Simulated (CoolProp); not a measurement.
20 sccm (0 °C, 1 atm) of nitrogen bubbles through liquid n-decane at 366.4 K and leaves saturated at a total pressure of 0.0636 MPa (ideal gas phase). Each further row changes one setting.

Model: reference Helmholtz-energy equation of state, Lemmon 2006, in CoolProp. It is a short technical equation, of lower accuracy than the large ones.

```
case                      vapour pressure (kPa)  mole fraction of vapour  delivery (mg/min)  delivery (sccm)  change of delivery for a bath 1 K warmer (%)
------------------------  ---------------------  -----------------------  -----------------  ---------------  --------------------------------------------
as stated                                  7.27                        …                  …                …                                           4.8
bath temperature 371.4 K                   8.92                        …               20.7             3.26                                           4.8
total pressure 0.127 MPa                   7.27                        …                  …                …                                             …
```

Complete the blanks.


- as stated, mole fraction of vapour: 0.114
- as stated, delivery (mg/min): 16.4
- as stated, delivery (sccm): 2.58
- bath temperature 371.4 K, mole fraction of vapour: 0.140
- total pressure 0.127 MPa, mole fraction of vapour: 0.0572
- total pressure 0.127 MPa, delivery (mg/min): 7.71
- total pressure 0.127 MPa, delivery (sccm): 1.21
- total pressure 0.127 MPa, change of delivery for a bath 1 K warmer (%): 4.5
